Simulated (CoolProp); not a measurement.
A Linde-Hampson liquefier for carbon monoxide: isothermal reversible compression at 250 K from 1 atm to 10 MPa, throttling to 1 atm, return gas leaving the recuperator 2 K below the feed. Each further row changes one setting.

The numbers come from the reference Helmholtz-energy equation of state, Lemmon 2006 in CoolProp. It is a short technical equation, of lower accuracy than the large ones.

| case | liquid yield per pass | compression work (kJ/kg of gas) |
|---|---|---|
| as stated | [?] | 335 |
| high pressure 20 MPa | [?] | [?] |
| warm-end temperature 280 K | 0.058 | 379 |
| warm-end gap 7 K | [?] | 335 |

Some entries are withheld; supply them.


- as stated, liquid yield per pass: 0.082
- high pressure 20 MPa, liquid yield per pass: 0.139
- high pressure 20 MPa, compression work (kJ/kg of gas): 384
- warm-end gap 7 K, liquid yield per pass: 0.069
